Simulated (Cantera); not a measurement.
Cantera run, input and output.

```python
import numpy as np
import cantera as ct

gas = ct.Solution("gri30.yaml")
gas.TPX = 2123, 1333, {'NO': 1, 'N2': 1.6, 'H2O': 0.04}
inlet = ct.Reservoir(gas, clone=True)

reactor = ct.IdealGasConstPressureReactor(gas, energy="off", clone=False)
exhaust = ct.Reservoir(gas, clone=True)
tau = [17, 5.8, 2, 0.69, 0.24, 0.082, 0.028, 0.0097, 0.0034, 0.0012, 0.0004][0]
for a, b in ((inlet, reactor), (reactor, exhaust)):
    ct.MassFlowController(a, b, mdot=lambda t: reactor.mass / tau)
net = ct.ReactorNet([reactor])
show = ['NO', 'N2O', 'N2', 'O', 'O2', 'NO2']

rows = []
print(f"{'tau/s':>10s}{'T/K':>9s}" + "".join(f"{s:>11s}" for s in show))
for tau in [17, 5.8, 2, 0.69, 0.24, 0.082, 0.028, 0.0097, 0.0034, 0.0012, 0.0004]:
    net.initial_time = 0.0
    net.advance(30 * tau)
    before = gas.X
    net.advance(40 * tau)
    drift = np.max(np.abs(gas.X - before) / (gas.X + 1e-9))
    rows.append([gas.T, *gas[show].X, drift])
    print(f"{tau:10.3e}{gas.T:9.1f}" + "".join(f"{x:11.3e}" for x in gas[show].X))
```

Result:

```
     tau/s      T/K         NO        N2O         N2          O         O2        NO2
 1.700e+01   2123.0  6.141e-02  5.205e-07  7.615e-01  5.477e-03  1.545e-01  8.762e-06
 5.800e+00   2123.0  1.243e-01  1.909e-06  7.304e-01  4.853e-03  1.235e-01  1.598e-05
 2.000e+00   2123.0  2.274e-01  6.142e-06  6.793e-01  3.669e-03  7.279e-02  2.275e-05
 6.900e-01   2123.0  3.209e-01  1.199e-05  6.332e-01  2.111e-03  2.723e-02  2.076e-05
 2.400e-01   2123.0  3.630e-01  1.665e-05  6.127e-01  8.645e-04  7.277e-03  1.512e-05
 8.200e-02   2123.0  3.756e-01  2.542e-05  6.069e-01  2.270e-04  1.559e-03  1.308e-05
 2.800e-02   2123.0  3.781e-01  3.469e-05  6.060e-01  6.502e-05  3.342e-04  1.572e-05
 9.700e-03   2123.0  3.786e-01  2.745e-05  6.060e-01  2.525e-05  3.910e-05  1.506e-05
 3.400e-03   2123.0  3.787e-01  1.386e-05  6.061e-01  6.425e-06  1.123e-06  3.690e-06
 1.200e-03   2123.0  3.788e-01  5.663e-06  6.061e-01  3.007e-06  7.830e-08  5.140e-07
 4.000e-04   2123.0  3.788e-01  2.000e-06  6.061e-01  1.469e-06  8.837e-09  4.816e-08
```

Model: GRI-Mech 3.0 (53 species, 325 reactions), integrated in Cantera. Radical loss at walls, strong at low pressure, is not modelled.
